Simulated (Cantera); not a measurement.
A Cantera script and its output.

```python
import numpy as np
import cantera as ct

gas = ct.Solution("gri30.yaml")
gas.TPX = 1400, 101325, {'CH3OH': 0.0046, 'O2': 0.0051, 'N2': 1, 'H2': 0.0022}
reactor = ct.IdealGasConstPressureReactor(gas, energy="off", clone=False)
net = ct.ReactorNet([reactor])
net.rtol, net.atol = 1e-08, 1e-18
show = ['CH3OH', 'O2', 'H', 'NO', 'C2H', 'CH2O']
times = np.geomspace(0.0004, 5, 13)

steps = ct.SolutionArray(gas, extra=["t"])
rows = []
print(f"{'t/s':>10s}{'T/K':>9s}{'P/Pa':>11s}" + "".join(f"{s:>11s}" for s in show))
for t in times:
    while net.time < t:
        t_next = net.step()
        steps.append(gas.state, t=t_next)
    rows.append([np.interp(t, steps.t, y) for y in (steps.T, steps.P, *steps(*show).X.T)])
    print(f"{t:10.3e}{rows[-1][0]:9.1f}{rows[-1][1]:11.4g}" + "".join(f"{x:11.3e}" for x in rows[-1][2:]))
rate = np.gradient(steps.T, steps.t)
print("integrator steps:", len(steps.t))
if steps.T.max() > steps.T[0] + 200:
    print(f"time of steepest temperature rise: {steps.t[rate.argmax()]:.4e} s")
gas.TPX = 1400, 101325, {'CH3OH': 0.0046, 'O2': 0.0051, 'N2': 1, 'H2': 0.0022}
gas.equilibrate("TP")
print(f"equilibrium (TP): T = {gas.T:.1f} K  " + "  ".join(f"{s} {gas[s].X[0]:.3e}" for s in show))
```

Output:

```
       t/s      T/K       P/Pa      CH3OH         O2          H         NO        C2H       CH2O
 4.000e-04   1400.0  1.013e+05  4.464e-03  5.014e-03  4.360e-07  9.414e-12  3.260e-17  7.480e-05
 8.779e-04   1400.0  1.013e+05  4.124e-03  4.930e-03  1.681e-06  4.406e-11  5.030e-16  3.771e-04
 1.927e-03   1400.0  1.013e+05  1.011e-03  4.000e-03  1.827e-05  5.743e-10  3.216e-14  1.058e-03
 4.229e-03   1400.0  1.013e+05  7.682e-16  1.139e-04  1.994e-03  1.747e-06  4.766e-23  4.971e-11
 9.283e-03   1400.0  1.013e+05  4.002e-16  8.204e-06  7.138e-04  2.035e-06  5.270e-23  2.291e-11
 2.038e-02   1400.0  1.013e+05  2.015e-16  1.129e-06  2.844e-04  2.052e-06  3.825e-23  1.214e-11
 4.472e-02   1400.0  1.013e+05  1.141e-16  1.952e-07  1.208e-04  2.029e-06  2.217e-23  7.385e-12
 9.816e-02   1400.0  1.013e+05  7.179e-17  3.644e-08  5.248e-05  1.971e-06  1.150e-23  5.259e-12
 2.154e-01   1400.0  1.013e+05  4.869e-17  6.892e-09  2.280e-05  1.870e-06  5.484e-24  4.306e-12
 4.729e-01   1400.0  1.013e+05  3.517e-17  1.283e-09  9.794e-06  1.725e-06  2.412e-24  3.882e-12
 1.038e+00   1400.0  1.013e+05  2.768e-17  2.390e-10  4.207e-06  1.532e-06  1.007e-24  3.698e-12
 2.278e+00   1400.0  1.013e+05  2.391e-17  4.814e-11  1.889e-06  1.305e-06  4.263e-25  3.620e-12
 5.000e+00   1400.0  1.013e+05  2.197e-17  1.170e-11  9.403e-07  1.063e-06  1.963e-25  3.587e-12
integrator steps: 2616
equilibrium (TP): T = 1400.0 K  CH3OH 2.102e-17  O2 1.014e-12  H 2.868e-07  NO 1.789e-09  C2H 9.749e-27  CH2O 3.558e-12
```

Computed with Cantera and GRI-Mech 3.0 (53 species, 325 reactions). GRI-Mech 3.0 was tuned for natural gas; its chemistry of methanol as a main component is partial and can be far from experiment.
